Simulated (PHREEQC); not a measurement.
Model water analysis in mmol/kgw, 85 °C, pH 8.3, pe 9.3: Na 1.03; K 0.000237; Ca 0.193; Mg 0.121; Cl 0.593; S(6) 0.0279; Alkalinity (meq/kgw) 0.482; Si 0.00199.

Valence states are taken as typed.

Model: ion-association model, wateq4f.dat, run in PHREEQC.

### Question
The ionic strength comes out as 0.00169 mol/kgw. What activity coefficients do MgOH+, NaCO3-, HCO3-, SO4-2, Na+ get?

### Answer
MgOH+ 0.95, NaCO3- 0.95, HCO3- 0.95, SO4-2 0.81, Na+ 0.95.

No solid was allowed to form. Constants without temperature data keep their 25 °C values here.
